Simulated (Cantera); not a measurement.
Feed: 1 mol Ta2O5, 31 mol H2, 0.089 mol H2O, at 1548 K and 1.00 bar.

Cantera equilibrium calculation (NASA polynomials, part measured and part estimated; ideal gas, pure solids and liquids). Candidate condensed phases: H2O, Ta, Ta2O5; 12 gas species. Equilibrium is a limit: real reactors are often held back by kinetics, nucleation or transport.

Base state: H2 0.997, H2O 0.00286, H 3.07e-5 (mole fractions); condensed: Ta2O5(s).

### Question
What changes in the equilibrium state with this change: Ta2O5 replaced by Cu2O?

### Answer
```csv
species,before,after
H2,0.997,0.965
H2O,0.00286,0.0350
H,3.07e-5,3.02e-5
Cu,0,1.80e-5
"Ta2O5(s), mol",1.00,0
"Cu(l), mol",0,2.00
```
Further candidate phases: Cu, CuO, Cu(OH)2, Cu2O.
